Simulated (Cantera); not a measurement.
Input (Python, Cantera) and output of one run.

```python
import numpy as np
import cantera as ct

gas_names = """
    C CO CO2 C2 C2O C3 C3O2 C4 C5 O O2 O3
""".split()
cond_names = """
    C(gr)
""".split()


def load(file, names, dense=False):
    # The tables refer to 1 bar. Condensed volumes are neglected.
    table = {s.name: s for s in ct.Species.list_from_file(file)}
    out = []
    for n in names:
        d = dict(table[n].input_data)
        d["thermo"] = dict(d["thermo"], **{"reference-pressure": 1e5})
        if dense:
            d["equation-of-state"] = {"model": "constant-volume", "density": "1e6 g/cm^3"}
        out.append(ct.Species.from_dict(d))
    return out


gas = ct.Solution(thermo="ideal-gas", species=load("nasa_gas.yaml", gas_names))
cond = {s.name: ct.Solution(thermo="fixed-stoichiometry", species=[s], name=s.name)
        for s in load("nasa_condensed.yaml", cond_names, dense=True)}
atoms = {
    'CO2': {'C': 1, 'O': 2},
    'O2': {'O': 2},
}
top_T = {'C(gr)': 4500}  # K; cautious upper limits of use, not melting points


def equilibrate(T, P, feed):
    n = {}
    for name, mol in feed.items():
        for a, k in atoms[name].items():
            n[a] = n.get(a, 0.0) + k * mol
    gas.TPX = T, P, n
    mass = sum(n.values()) * gas.mean_molecular_weight
    gas.equilibrate("TP")
    valid = [c for c in cond.values() if c.min_temp <= T <= top_T.get(c.name, c.max_temp)]
    mix = ct.Mixture([(gas, mass / gas.mean_molecular_weight)] + [(c, 0.0) for c in valid])
    mix.T, mix.P = T, P
    mix.equilibrate("TP", solver="vcs", rtol=1e-11, max_steps=5000)
    return mix


results = []
feed = {'CO2': 1, 'O2': 0.58}  # mol
T = 2500  # K
for P in [10, 84, 710, 6000, 50000, 420000, 3600000, 30000000]:
    mix = equilibrate(T, P, feed)
    results.append((T, P, feed, dict(zip(mix.species_names, mix.species_moles))))

top = {s: max(r[3][s] / sum(r[3][g] for g in gas_names) for r in results) for s in gas_names}
cols = sorted((s for s in top if top[s] > 0.0001), key=lambda s: -top[s])[:6]
seen = [c for c in cond_names if any(r[3].get(c, 0) > 1e-12 for r in results)]
print("log10 of partial pressures in bar; condensed amounts in mol")
print(f"{'P/Pa':>10s}" + "".join(f"{s[:9]:>10s}" for s in cols + seen))
for T, P, feed, n in results:
    ng = sum(n[g] for g in gas_names)
    print(f"{P:10.4g}" + "".join(f"{np.log10(max(n[s] / ng * P / 1e5, 1e-99)):10.3f}" for s in cols)
          + "".join(f"{n.get(c, 0):10.4g}" for c in seen))
```

Output:

```
log10 of partial pressures in bar; condensed amounts in mol
      P/Pa       CO2         O        O2        CO
        10    -5.496    -4.292    -4.907    -4.476
        84    -3.953    -3.650    -3.621    -3.576
       710    -2.661    -3.131    -2.585    -2.802
      6000    -1.550    -2.661    -1.644    -2.161
     5e+04    -0.549    -2.203    -0.728    -1.618
   4.2e+05     0.407    -1.743     0.191    -1.122
   3.6e+06     1.352    -1.278     1.122    -0.643
     3e+07     2.276    -0.818     2.042    -0.178
```

Method: chemical equilibrium by Gibbs-energy minimisation in Cantera with the NASA 1993 tables (ideal gas, pure condensed phases). The ideal-gas law is rough above about 30 bar.
